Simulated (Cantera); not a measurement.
Input: 1 mol TEOS, 0.34 mol O2, 10 mol H2, 0.11 mol NO, at 2023 K and 128 Torr.

These are equilibrium values from Cantera (NASA tables, ideal gas, pure condensed phases), not measurements of a reactor. Candidate condensed phases: C, C6H6, C7H8, C8H18, H2O, Si, SiC, SiO2, Si2N2O, Si3N4; 151 gas species. The feed counts by its element totals alone. Rates play no part.

Base state: H2 0.800, CO 0.191, H 0.00412, N2 0.00188, SiO 0.00187, C2H2 (acetylene) 0.000715, HCN 0.000625, CH4 4.35e-5 (mole fractions); condensed: C(graphite) + SiC(s).

Q: What changes in the equilibrium state with this change: temperature from 2023 K to 1123.15 K?

A: 
```
species                before    after
-------------------  --------  -------
H2                      0.800    0.871
CO                      0.191    0.121
CH4                   4.35e-5  0.00378
H                     0.00412  9.67e-8
SiO                   0.00187    <1e-9
C2H2 (acetylene)     0.000715  1.92e-8
Si                    2.00e-5    <1e-9
HNC                   3.70e-5  4.53e-9
C(graphite), mol         2.25     5.15
SiC(s), mol             0.953        0
SiO2(β-quartz), mol         0     1.00
```
